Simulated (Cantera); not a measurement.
Input: 1 mol CS2, 0.56 mol SO2, 0.73 mol O2, at 120 Pa.

Equilibrium computed with Cantera from the NASA thermochemical tables; the gas is ideal and each condensed phase is pure. Candidate condensed phases: C, S; 22 gas species. The numbers say what is thermodynamically allowed, not how fast it happens. All values below are at 2273 K.

Base state: CO 0.302, SO 0.258, S 0.166, S2 0.140, SO2 0.113, CO2 0.0177, O 0.00203, S2O 0.000637 (mole fractions); condensed: gas only.

**Question.** What changes in the equilibrium state with this change: SO2 from 0.56 to 0.14 mol?

**Answer.** 
```csv
species,before,after
CO,0.302,0.369
S2,0.140,0.197
S,0.166,0.197
SO,0.258,0.177
SO2,0.113,0.0451
CO2,0.0177,0.0125
O2,0.000275,9.22e-5
O,0.00203,0.00117
COS,4.57e-5,6.62e-5
S2O,0.000637,0.000521
```
